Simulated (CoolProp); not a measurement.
A Linde-Hampson liquefier for oxygen: isothermal reversible compression at 290 K from 1 atm to 15 MPa, throttling to 1 atm, return gas leaving the recuperator 0 K below the feed. Each further row changes one setting.

The numbers come from the reference Helmholtz-energy equation of state, Schmidt 1985 in CoolProp.

```json
[
 {"case": "as stated", "liquid yield per pass": "(withheld)", "compression work (kJ/kg of gas)": "370"},
 {"case": "high pressure 30 MPa", "liquid yield per pass": "(withheld)", "compression work (kJ/kg of gas)": "(withheld)"},
 {"case": "warm-end temperature 320 K", "liquid yield per pass": "(withheld)", "compression work (kJ/kg of gas)": "411"},
 {"case": "warm-end gap 5 K", "liquid yield per pass": "0.081", "compression work (kJ/kg of gas)": "370"}
]
```

Q: Fill in the missing entries.

A: 
- as stated, liquid yield per pass: 0.092
- high pressure 30 MPa, liquid yield per pass: 0.151
- high pressure 30 MPa, compression work (kJ/kg of gas): 419
- warm-end temperature 320 K, liquid yield per pass: 0.069

Above 300 K oxygen's equation is extrapolated.
